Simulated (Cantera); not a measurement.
What does this Cantera script print?

```python
import numpy as np
import cantera as ct

gas_names = [...]  # 116 gases of nasa_gas.yaml made of C, H, Mg, O
cond_names = """
    C(gr) C6H6(L) C7H8(L) C8H18(L),n-octa H2O(s) H2O(L) Mg(cr) Mg(L) MgCO3(s) MgO(s) MgO(L) MgO2H2(s)
""".split()


# ... load() reads the species with a 1 bar reference pressure and builds the phases ...
atoms = {
    'MgO': {'Mg': 1, 'O': 1},
    'CO': {'C': 1, 'O': 1},
    'H2': {'H': 2},
}
top_T = {'C(gr)': 4500}  # K; cautious upper limits of use, not melting points


# ... equilibrate(T, P, feed) seeds the gas with the atoms and calls Mixture.equilibrate('TP', solver="vcs", rtol=1e-11, max_steps=5000) ...
results = []
T = 2248  # K
P = 770000  # Pa
for m in [0.11, 0.16, 0.23, 0.33, 0.47, 0.66, 0.95, 1.4, 1.9, 2.8, 4]:
    feed = {'MgO': 1, 'CO': 0.99, 'H2': m}  # mol
    mix = equilibrate(T, P, feed)
    results.append((T, P, feed, dict(zip(mix.species_names, mix.species_moles))))

top = {s: max(r[3][s] / sum(r[3][g] for g in gas_names) for r in results) for s in gas_names}
cols = sorted((s for s in top if top[s] > 0.0001), key=lambda s: -top[s])[:6]
seen = [c for c in cond_names if any(r[3].get(c, 0) > 1e-12 for r in results)]
print("log10 of partial pressures in bar; condensed amounts in mol")
print(f"{'n(H2)':>10s}" + "".join(f"{s[:9]:>10s}" for s in cols + seen))
for T, P, feed, n in results:
    ng = sum(n[g] for g in gas_names)
    print(f"{feed['H2']:10.4g}" + "".join(f"{np.log10(max(n[s] / ng * P / 1e5, 1e-99)):10.3f}" for s in cols)
          + "".join(f"{n.get(c, 0):10.4g}" for c in seen))
```

Output:

```
log10 of partial pressures in bar; condensed amounts in mol
     n(H2)        CO        H2        Mg       H2O         H       CO2    MgO(s)
      0.11     0.838    -0.123    -1.578    -1.999    -2.195    -1.774    0.9961
      0.16     0.819     0.021    -1.554    -1.879    -2.123    -1.817    0.9957
      0.23     0.793     0.153    -1.527    -1.774    -2.057    -1.870    0.9951
      0.33     0.759     0.276    -1.498    -1.680    -1.996    -1.933    0.9944
      0.47     0.715     0.386    -1.468    -1.600    -1.941    -2.007    0.9933
      0.66     0.661     0.481    -1.440    -1.533    -1.893    -2.088    0.9919
      0.95     0.591     0.569    -1.412    -1.473    -1.849    -2.187    0.9898
       1.4     0.500     0.647    -1.385    -1.422    -1.810    -2.304    0.9865
       1.9     0.418     0.697    -1.367    -1.390    -1.785    -2.405     0.983
       2.8     0.300     0.748    -1.349    -1.358    -1.760    -2.541    0.9767
         4     0.180     0.783    -1.335    -1.336    -1.742    -2.674    0.9683
```

Equilibrium computed with Cantera from the NASA thermochemical tables; the gas is ideal and each condensed phase is pure. The tables' values for MgH are old estimates; treat these amounts as uncertain.
